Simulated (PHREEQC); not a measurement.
0.019 g of hydrous ferric oxide (600 m²/g; 0.2 weak and 0.005 strong sites per Fe, Dzombak-Morel constants, diffuse double layer) in 1 kg of water with 0.3 mol/kgw of an inert sodium salt and 3.7e-07 mol NaF, at 25 °C; the pH is set by adding NaOH or the inert anion's acid. O2 is buffered at 0.21 atm. No CO2 enters from the air. Nothing may precipitate in this run.

Base run: PHREEQC, ion-association model, wateq4f.dat. Each further column changes one thing. The table gives F sorbed (%).

```csv
pH,base,background salt from 0.3 to 0.03 mol/kgw,oxide from 0.019 to 0.095 g/kgw,0.00013 mol/kgw CuCl2 added
4,7.3,39.5,28.2,7.3
5,5.3,21.8,22.0,5.3
6,2.2,6.4,9.9,2.3
7,0.6,1.1,2.7,0.8
8,0.1,0.1,0.5,0.2
9,0.0,0.0,0.1,0.0
10,0.0,0.0,0.0,0.0
```

 In at least one series the solution becomes supersaturated in solids that the run did not let form, among them Cu(OH)2, Atacamite. The database's constant for dissolved Cu(OH)2 is higher than later reviews accept.
